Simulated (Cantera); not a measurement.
A closed system holds: 1 mol SiC, 0.015 mol N2O, 3 mol N2, at 1898.15 K and 100000 Pa.

Equilibrium computed with Cantera from the NASA thermochemical tables; the gas is ideal and each condensed phase is pure. Candidate condensed phases: C, Si, SiC, SiO2, Si2N2O, Si3N4; 34 gas species. Mutual solubility and eutectic melting of coexisting phases are not modelled. The numbers say what is thermodynamically allowed, not how fast it happens.

Question: What is the equilibrium state?

Answer: 
| Item | Value |
|---|---|
| x(N2) | 0.995 |
| x(CO) | 0.00462 |
| x(SiO) | 0.000341 |
| x(Si) | 1.45e-6 |
| n(SiC(s)) | 0.986 mol |
| n(Si3N4(s)) | 0.00431 mol |
| gas amount | 3.021 mol |
| log10 activity of C(graphite) (absent) | -0.50 |
| log10 activity of Si(l) (absent) | -0.93 |
